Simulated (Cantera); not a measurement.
A closed system holds: 1 mol C2H4, 0.037 mol H2O, 0.86 mol N2, 19 mol H2.

Points: T (K) = 1925, 2000, 2075, 2150, 2225, 2300, 2375, 2450, 2525, 2600, 2675; P (Pa) = 10, 40, 160, 630, 2500, 10000, 40000, 160000, 630000, 2.5e+06, 1e+07.

Cantera's Mixture.equilibrate('TP', solver="vcs", rtol=1e-11, max_steps=5000) on the NASA tables stopped like this:

```
ERROR: FAILURE its = 5001!

*******************************************************************************
CanteraError thrown by MultiPhase::equilibrate:
VCS solver failed. Return code: -1
*******************************************************************************
```

What got this run through?

One answer among several that fit: The failure is numerical, not chemical. The same input converged with solver="gibbs", rtol=1e-10, max_steps=50000, and the result passed a check of the equilibrium conditions:
```
   1925         10  C(gr)
   2000         10  C(gr)
   2075         10  C(gr)
   2150         10  C(gr)
   2225         10  C(gr)
   2300         10  C(gr)
   2375         10  C(gr)
   2450         10  C(gr)
   2525         10  C(gr)
   2600         10  gas only
   2675         10  gas only
   1925         40  C(gr)
   2000         40  C(gr)
   2075         40  C(gr)
   2150         40  C(gr)
   2225         40  C(gr)
   2300         40  C(gr)
   2375         40  C(gr)
   2450         40  C(gr)
   2525         40  C(gr)
   2600         40  C(gr)
   2675         40  gas only
   1925        160  C(gr)
   2000        160  C(gr)
   2075        160  C(gr)
   2150        160  C(gr)
   2225        160  C(gr)
   2300        160  C(gr)
   2375        160  C(gr)
   2450        160  C(gr)
   2525        160  C(gr)
   2600        160  C(gr)
   2675        160  C(gr)
   1925        630  C(gr)
   2000        630  C(gr)
   2075        630  C(gr)
   2150        630  C(gr)
   2225        630  C(gr)
   2300        630  C(gr)
   2375        630  C(gr)
   2450        630  C(gr)
   2525        630  C(gr)
   2600        630  C(gr)
   2675        630  C(gr)
   1925       2500  C(gr)
   2000       2500  C(gr)
   2075       2500  C(gr)
   2150       2500  C(gr)
   2225       2500  C(gr)
   2300       2500  C(gr)
   2375       2500  C(gr)
   2450       2500  C(gr)
   2525       2500  C(gr)
   2600       2500  C(gr)
   2675       2500  C(gr)
   1925      1e+04  C(gr)
   2000      1e+04  C(gr)
   2075      1e+04  C(gr)
   2150      1e+04  C(gr)
   2225      1e+04  C(gr)
   2300      1e+04  C(gr)
   2375      1e+04  C(gr)
   2450      1e+04  C(gr)
   2525      1e+04  C(gr)
   2600      1e+04  C(gr)
   2675      1e+04  C(gr)
   1925      4e+04  C(gr)
   2000      4e+04  C(gr)
   2075      4e+04  C(gr)
   2150      4e+04  C(gr)
   2225      4e+04  C(gr)
   2300      4e+04  C(gr)
   2375      4e+04  C(gr)
   2450      4e+04  C(gr)
   2525      4e+04  C(gr)
   2600      4e+04  C(gr)
   2675      4e+04  C(gr)
   1925    1.6e+05  C(gr)
   2000    1.6e+05  C(gr)
   2075    1.6e+05  C(gr)
   2150    1.6e+05  C(gr)
   2225    1.6e+05  C(gr)
   2300    1.6e+05  C(gr)
   2375    1.6e+05  C(gr)
   2450    1.6e+05  C(gr)
   2525    1.6e+05  C(gr)
   2600    1.6e+05  C(gr)
   2675    1.6e+05  C(gr)
   1925    6.3e+05  C(gr)
   2000    6.3e+05  C(gr)
   2075    6.3e+05  C(gr)
   2150    6.3e+05  C(gr)
   2225    6.3e+05  C(gr)
   2300    6.3e+05  C(gr)
   2375    6.3e+05  C(gr)
   2450    6.3e+05  C(gr)
   2525    6.3e+05  C(gr)
   2600    6.3e+05  C(gr)
   2675    6.3e+05  C(gr)
   1925    2.5e+06  C(gr)
   2000    2.5e+06  C(gr)
   2075    2.5e+06  C(gr)
   2150    2.5e+06  C(gr)
   2225    2.5e+06  C(gr)
   2300    2.5e+06  C(gr)
   2375    2.5e+06  C(gr)
   2450    2.5e+06  C(gr)
   2525    2.5e+06  C(gr)
   2600    2.5e+06  C(gr)
   2675    2.5e+06  C(gr)
   1925      1e+07  C(gr)
   2000      1e+07  C(gr)
   2075      1e+07  C(gr)
   2150      1e+07  C(gr)
   2225      1e+07  C(gr)
   2300      1e+07  C(gr)
   2375      1e+07  C(gr)
   2450      1e+07  C(gr)
   2525      1e+07  C(gr)
   2600      1e+07  C(gr)
   2675      1e+07  C(gr)
```

The gas is ideal and each condensed phase is pure. The ideal-gas law is rough above about 30 bar.
